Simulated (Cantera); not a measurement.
# Reactions in the system F-N

Standard-state values (1 bar) from the NASA 1993 polynomials, evaluated with Cantera. Values are per mole of reaction as written; species without (g) are pure solids or liquids, kept so even where they would boil at 1 bar.

2 NF3(g) = 6 F(g) + N2(g)

```
T (K)  ΔH° (kJ)  ΔS° (J/K)  ΔG° (kJ)  log10 K
-----  --------  ---------  --------  -------
300       739.8      622.9     553.0   -96.28
1648      749.5      649.5    -320.8    10.17
1698      749.1      649.2    -353.3    10.87
1748      748.6      649.0    -385.8    11.53
1798      748.2      648.7    -418.2    12.15
1848      747.7      648.4    -450.6    12.74
1898      747.2      648.2    -483.0    13.29
1948      746.7      647.9    -515.4    13.82
1998      746.2      647.6    -547.8    14.32
2048      745.6      647.4    -580.2    14.80
2098      745.0      647.1    -612.6    15.25
2148      744.5      646.8    -644.9    15.68
```

NF3(g) = N(g) + 3 F(g)

| T (K) | ΔH° (kJ) | ΔS° (J/K) | ΔG° (kJ) | log10 K |
|---|---|---|---|---|
| 300 | 842.6 | 369.0 | 731.9 | -127.44 |
| 1648 | 853.7 | 391.0 | 209.3 | -6.63 |
| 1698 | 853.7 | 391.0 | 189.8 | -5.84 |
| 1748 | 853.6 | 390.9 | 170.2 | -5.09 |
| 1798 | 853.5 | 390.9 | 150.7 | -4.38 |
| 1848 | 853.4 | 390.8 | 131.1 | -3.71 |
| 1898 | 853.3 | 390.8 | 111.6 | -3.07 |
| 1948 | 853.2 | 390.7 | 92.1 | -2.47 |
| 1998 | 853.1 | 390.7 | 72.5 | -1.90 |
| 2048 | 853.0 | 390.6 | 53.0 | -1.35 |
| 2098 | 852.8 | 390.5 | 33.5 | -0.83 |
| 2148 | 852.7 | 390.5 | 13.9 | -0.34 |
